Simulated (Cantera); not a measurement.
What does this Cantera script print?

```python
import numpy as np
import cantera as ct

gas = ct.Solution("gri30.yaml")
gas.TPX = 1848, 1800, {'C2H6': 1, 'H2': 28}
inlet = ct.Reservoir(gas, clone=True)

reactor = ct.IdealGasConstPressureReactor(gas, energy="off", clone=False)
exhaust = ct.Reservoir(gas, clone=True)
tau = [1.9, 0.66, 0.22, 0.075, 0.026, 0.0087, 0.0029, 0.001, 0.00034, 0.00012][0]
for a, b in ((inlet, reactor), (reactor, exhaust)):
    ct.MassFlowController(a, b, mdot=lambda t: reactor.mass / tau)
net = ct.ReactorNet([reactor])
show = ['C2H6', 'H2', 'CH2', 'C2H4', 'C2H2', 'H']

rows = []
print(f"{'tau/s':>10s}{'T/K':>9s}" + "".join(f"{s:>11s}" for s in show))
for tau in [1.9, 0.66, 0.22, 0.075, 0.026, 0.0087, 0.0029, 0.001, 0.00034, 0.00012]:
    net.initial_time = 0.0
    net.advance(30 * tau)
    before = gas.X
    net.advance(40 * tau)
    drift = np.max(np.abs(gas.X - before) / (gas.X + 1e-9))
    rows.append([gas.T, *gas[show].X, drift])
    print(f"{tau:10.3e}{gas.T:9.1f}" + "".join(f"{x:11.3e}" for x in gas[show].X))
```

It prints:

```
     tau/s      T/K       C2H6         H2        CH2       C2H4       C2H2          H
 1.900e+00   1848.0  1.273e-06  9.612e-01  1.645e-06  1.766e-05  2.969e-02  3.785e-03
 6.600e-01   1848.0  3.639e-06  9.594e-01  2.580e-06  3.256e-05  2.809e-02  3.788e-03
 2.200e-01   1848.0  1.062e-05  9.566e-01  4.032e-06  7.235e-05  2.563e-02  3.880e-03
 7.500e-02   1848.0  2.946e-05  9.529e-01  6.120e-06  1.631e-04  2.244e-02  4.114e-03
 2.600e-02   1848.0  7.821e-05  9.486e-01  8.996e-06  3.487e-04  1.876e-02  4.508e-03
 8.700e-03   1848.0  2.103e-04  9.441e-01  1.283e-05  7.201e-04  1.479e-02  5.062e-03
 2.900e-03   1848.0  5.663e-04  9.404e-01  1.715e-05  1.421e-03  1.098e-02  5.652e-03
 1.000e-03   1848.0  1.500e-03  9.385e-01  2.100e-05  2.624e-03  7.517e-03  6.054e-03
 3.400e-04   1848.0  4.078e-03  9.393e-01  2.346e-05  4.305e-03  4.115e-03  5.979e-03
 1.200e-04   1848.0  1.038e-02  9.448e-01  2.148e-05  5.093e-03  1.398e-03  4.994e-03
```

Cantera simulation using GRI-Mech 3.0 (53 species, 325 reactions); the numbers are that mechanism's predictions, not measurements. GRI-Mech 3.0 stops at C3 and has no aromatics, soot or wall deposition, so with more carbon than oxygen in the feed, carbon stays in small species such as C2H2 where larger ones or solid carbon would form. Radical loss at walls, strong at low pressure, is not modelled.
